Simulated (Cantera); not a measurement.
**Iron carbonyl, mercury and lead vapours: PbO + O₂ + H₂**

A closed system holds: 1 mol PbO, 0.04 mol O₂, 1 mol H₂, held at 2.40 mbar.

Equilibrium computed with Cantera from the NASA thermochemical tables; the gas is ideal and each condensed phase is pure. Candidate condensed phases: H₂O, Pb, PbO, PbO₂, Pb₃O₄; 12 gas species. Mutual solubility and eutectic melting of coexisting phases are not modelled. Gases not in the tables: (PbO)n polymers. Equilibrium is a limit: real reactors are often held back by kinetics, nucleation or transport.

```
T (K)  log p H₂O  log p Pb  log p PbO  log p H₂  log p OH  log p O₂  log p H  n Pb(s)  n PbO(red)  n Pb(l)  n PbO(yellow)
-----  ---------  --------  ---------  --------  --------  --------  -------  -------  ----------  -------  -------------
450        -2.62      <-14       <-14     -8.12      <-14      <-14     <-14    0.920      0.0800        0              0
550        -2.62    -12.82       <-14     -7.57      <-14      <-14     <-14    0.920      0.0800        0              0
650        -2.62    -10.03     -14.41     -7.20      <-14      <-14     <-14        0      0.0800    0.920              0
750        -2.62     -8.02     -11.38     -6.93      <-14      <-14     <-14        0      0.0800    0.920              0
850        -2.62     -6.50      -9.08     -6.72    -13.20      <-14   -14.05        0           0    0.920         0.0801
950        -2.62     -5.30      -7.28     -6.53    -11.44    -13.65   -12.52        0           0    0.918         0.0801
1050       -2.63     -4.33      -5.83     -6.38    -10.02    -11.37   -11.28        0           0    0.900         0.0795
1150       -2.68     -3.54      -4.64     -6.30     -8.88     -9.50   -10.28        0           0    0.781         0.0693
1250       -2.92     -2.96      -4.01     -6.14     -8.15     -8.48    -9.39        0           0        0              0
1350       -2.92     -2.96      -4.01     -5.76     -7.45     -7.69    -8.51        0           0        0              0
1450       -2.92     -2.96      -4.00     -5.44     -6.84     -7.00    -7.75        0           0        0              0
1550       -2.92     -2.96      -3.99     -5.17     -6.31     -6.39    -7.09        0           0        0              0
```
log p: log10 of the partial pressure in bar; n: condensed amount in mol.

From 450 K to 550 K the condensed part is Pb(s) + PbO(red). From 650 K to 750 K the condensed part is Pb(l) + PbO(red). From 850 K to 1150 K the condensed part is Pb(l) + PbO(yellow). From 1250 K to 1550 K nothing is condensed.
